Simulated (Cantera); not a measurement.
Feed: 1 mol C2H2, 0.14 mol H2O, at 0.850 bar.

These are equilibrium values from Cantera (NASA tables, ideal gas, pure condensed phases), not measurements of a reactor. Candidate condensed phases: C, C6H6, C7H8, C8H18, H2O; 110 gas species. Equilibrium is a limit: real reactors are often held back by kinetics, nucleation or transport. All values below are at 2175 °C.

Base state: H2 0.864, CO 0.108, H 0.0201, C2H2 (acetylene) 0.00747, CH4 0.000104, CH3 4.39e-5, C4H2 2.66e-5, C2H 1.11e-5 (mole fractions); condensed: C(graphite).

### Question
What changes in the equilibrium state with this change: 1.5 mol H2S added?

### Answer
| species | before | after |
|---|---|---|
| H2 | 0.864 | 0.644 |
| CS | 0 | 0.161 |
| CS2 | 0 | 0.0735 |
| S2 | 0 | 0.0198 |
| H2S | 0 | 0.0183 |
| SH | 0 | 0.0182 |
| CO | 0.108 | 0.0363 |
| H | 0.0201 | 0.0173 |
| S | 0 | 0.00536 |
| COS | 0 | 4.03e-5 |
| CH4 | 0.000104 | 5.77e-5 |
| CH3 | 4.39e-5 | 2.82e-5 |
| C(graphite), mol | 1.84 | 0.913 |
Further candidate phases: H2SO4, S.
